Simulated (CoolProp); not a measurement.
A simple Rankine cycle with n-heptane: condensing at 316.15 K, boiler at 0.205 MPa, turbine inlet 437.5 K, turbine efficiency 0.85, pump efficiency 0.7, no recuperator. Each further row changes one setting.

Computed with CoolProp (reference Helmholtz-energy equation of state, Span 2003). It is a short technical equation, of lower accuracy than the large ones.

```
case                             thermal efficiency (%)  net work (kJ/kg)  heat in (kJ/kg)  turbine exit temperature (K)  volume ratio over the turbine
-------------------------------  ----------------------  ----------------  ---------------  ----------------------------  -----------------------------
as stated                                           [?]              76.1              589                         399.1                           14.1
turbine inlet 457.5 K                              12.6               [?]              637                         419.2                           14.0
condensing temperature 308.15 K                    14.1               [?]              608                         394.4                            [?]
boiler pressure 0.143 MPa                          11.3              66.9              592                           [?]                           9.76
turbine efficiency 0.75                            11.4              67.1              589                         403.4                           14.2
```

Fill in the missing entries.


- as stated, thermal efficiency (%): 12.9
- turbine inlet 457.5 K, net work (kJ/kg): 80.2
- condensing temperature 308.15 K, net work (kJ/kg): 85.9
- condensing temperature 308.15 K, volume ratio over the turbine: 19.9
- boiler pressure 0.143 MPa, turbine exit temperature (K): 404.7
